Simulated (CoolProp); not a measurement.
Saturation properties of R1336mzz(Z).

Values from CoolProp's reference Helmholtz-energy equation of state, McLinden 2020.

```tsv
T (K)	p (MPa)	liquid density (kg/m³)	vapour Z
354.8	0.4489	1202	0.8556
363.2	0.5559	1174	0.8328
371.6	0.6811	1144	0.8076
380	0.8266	1113	0.7797
388.4	0.9944	1080	0.7489
396.8	1.187	1044	0.7146
405.3	1.410	1003	0.6756
413.7	1.660	958.5	0.6319
422.1	1.943	905.9	0.5808
430.5	2.265	839.8	0.5180
```

It boils at 306.6 K under 1 atm.
